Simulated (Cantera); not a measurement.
A perfectly stirred reactor is fed with CO : O2 : H2O : N2 = 0.024 : 0.024 : 0.001 : 1 (molar parts), equivalence ratio 0.50, at 100.0 Torr; it is held at 1250 K, and followed from long to short residence time.

Detailed kinetics in Cantera: GRI-Mech 3.0 (53 species, 325 reactions).

Task: What does this change do: pressure from 100.0 Torr to 4.30 bar?

Result: 
```tsv
quantity	before	after
x(CO) at τ = 3.80 s	0.000679	0.000225
x(O2) at τ = 3.80 s	0.0118	0.0117
x(H2O) at τ = 3.80 s	0.000915	0.000962
x(N2O) at τ = 3.80 s	1.40e-7	3.32e-6
x(H2) at τ = 3.80 s	8.83e-6	2.73e-7
x(CO) at τ = 0.100 s	0.00647	0.00311
x(O2) at τ = 0.100 s	0.0139	0.0131
x(H2O) at τ = 0.100 s	0.000542	0.000954
x(N2O) at τ = 0.100 s	8.73e-8	4.49e-6
x(H2) at τ = 0.100 s	3.74e-5	4.58e-6
```

Task: What does this change do: pressure from 100.0 Torr to 5.00 bar?

Result: 
```csv
quantity,before,after
x(CO) at τ = 3.80 s,0.000679,0.000237
x(O2) at τ = 3.80 s,0.0118,0.0117
x(H2O) at τ = 3.80 s,0.000915,0.000963
x(N2O) at τ = 3.80 s,1.40e-7,3.34e-6
x(H2) at τ = 3.80 s,8.83e-6,2.61e-7
x(CO) at τ = 0.100 s,0.00647,0.00350
x(O2) at τ = 0.100 s,0.0139,0.0133
x(H2O) at τ = 0.100 s,0.000542,0.000954
x(N2O) at τ = 0.100 s,8.73e-8,4.86e-6
x(H2) at τ = 0.100 s,3.74e-5,4.62e-6
```
